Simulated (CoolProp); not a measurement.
Vapour pressure (kPa) of sulfur dioxide: the reference equation beside estimates from Tc = 430.6 K, pc = 7887 kPa, ω = 0.256. Clausius-Clapeyron is anchored at 303.6 K with a constant enthalpy of vaporisation of 22.47 kJ/mol.

The numbers come from the reference Helmholtz-energy equation of state, Gao 2016 in CoolProp.

```tsv
T (K)	reference	Lee-Kesler	Clausius-Clapeyron	Soave-Redlich-Kwong
266.8	119.0	117.4	137.3	118.1
279	196.4	194.9	213.9	195.3
291.3	309.9	309.0	321.9	309.0
303.6	468.8	469.1	468.8	468.8
315.9	683.8	685.7	663.0	685.6
328.2	966.5	970.1	913.6	971.5
340.5	1329	1334	1230	1339
352.8	1785	1790	1622	1802
365.1	2347	2352	2100	2375
```

Absolute difference from the reference over all 9 rows, mean and median: Lee-Kesler 0.4 and 0.3 %, Clausius-Clapeyron 7.1 and 7.4 %, Soave-Redlich-Kwong 0.6 and 0.6 %.
